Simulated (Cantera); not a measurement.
Feed: 1 mol SiC, 0.54 mol H2, held at 100 Torr.

Cantera equilibrium calculation (NASA polynomials, part measured and part estimated; ideal gas, pure solids and liquids). Candidate condensed phases: C, C6H6, C7H8, C8H18, Si, SiC; 87 gas species. Gases not in the tables: Si2H6 and higher silanes. Equilibrium is a limit: real reactors are often held back by kinetics, nucleation or transport.

x: gas mole fraction; n: condensed amount in mol.

```json
[
 {"T (K)": "1525", "x H2": "1.000", "x H": "6.48e-5", "x Si": "1.40e-7", "x C2H2 (acetylene)": "[?]", "n SiC(s)": "1.000"},
 {"T (K)": "1625", "x H2": "1.000", "x H": "0.000193", "x Si": "6.17e-7", "x C2H2 (acetylene)": "[?]", "n SiC(s)": "1.000"},
 {"T (K)": "1725", "x H2": "0.999", "x H": "0.000509", "x Si": "2.21e-6", "x C2H2 (acetylene)": "[?]", "n SiC(s)": "1.000"},
 {"T (K)": "1825", "x H2": "0.999", "x H": "0.00121", "x Si": "7.49e-6", "x C2H2 (acetylene)": "[?]", "n SiC(s)": "1.000"},
 {"T (K)": "1925", "x H2": "0.997", "x H": "0.00261", "x Si": "2.72e-5", "x C2H2 (acetylene)": "[?]", "n SiC(s)": "1.000"},
 {"T (K)": "2025", "x H2": "0.995", "x H": "0.00526", "x Si": "9.65e-5", "x C2H2 (acetylene)": "[?]", "n SiC(s)": "1.000"},
 {"T (K)": "2125", "x H2": "0.989", "x H": "0.00989", "x Si": "0.000312", "x C2H2 (acetylene)": "[?]", "n SiC(s)": "1.000"},
 {"T (K)": "2225", "x H2": "0.981", "x H": "0.0176", "x Si": "0.000907", "x C2H2 (acetylene)": "[?]", "n SiC(s)": "0.999"},
 {"T (K)": "2325", "x H2": "0.966", "x H": "0.0296", "x Si": "0.00240", "x C2H2 (acetylene)": "[?]", "n SiC(s)": "0.998"}
]
```

### Question
Fill in the missing entries.

### Answer

- 1525, x C2H2 (acetylene): 7.94e-10
- 1625, x C2H2 (acetylene): 1.83e-8
- 1725, x C2H2 (acetylene): 3.11e-7
- 1825, x C2H2 (acetylene): 3.24e-6
- 1925, x C2H2 (acetylene): 1.78e-5
- 2025, x C2H2 (acetylene): 6.65e-5
- 2125, x C2H2 (acetylene): 0.000207
- 2225, x C2H2 (acetylene): 0.000578
- 2325, x C2H2 (acetylene): 0.00147
